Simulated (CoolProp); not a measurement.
A single-stage vapour-compression cycle with R1336mzz(E): evaporating at 253.15 K (dew point), condensing at 315.15 K (bubble point), superheat 10 K, subcooling 0 K, compressor efficiency 0.9, no pressure losses. Each further row changes one setting.

Computed with CoolProp (reference Helmholtz-energy equation of state, Akasaka 2023).

```
case                              cooling COP  pressure ratio  discharge temperature (K)  refrigerating effect (kJ/kg)  volumetric capacity (kJ/m³)
--------------------------------  -----------  --------------  -------------------------  ----------------------------  ---------------------------
as stated                                 [?]            12.1                      317.6                          98.7                          211
evaporating temperature 258.15 K         2.97            9.36                      317.5                           102                          278
condensing temperature 310.15 K          2.94            10.3                      313.6                           105                          224
subcooling 5 K                           2.75            12.1                      317.6                           105                          224
superheat 20 K                            [?]            12.1                      328.1                           [?]                          218
compressor efficiency 0.8                2.30            12.1                      322.9                          98.7                          211
```

**Question.** Fill in the missing entries.

**Answer.** 
- as stated, cooling COP: 2.59
- superheat 20 K, cooling COP: 2.68
- superheat 20 K, refrigerating effect (kJ/kg): 107
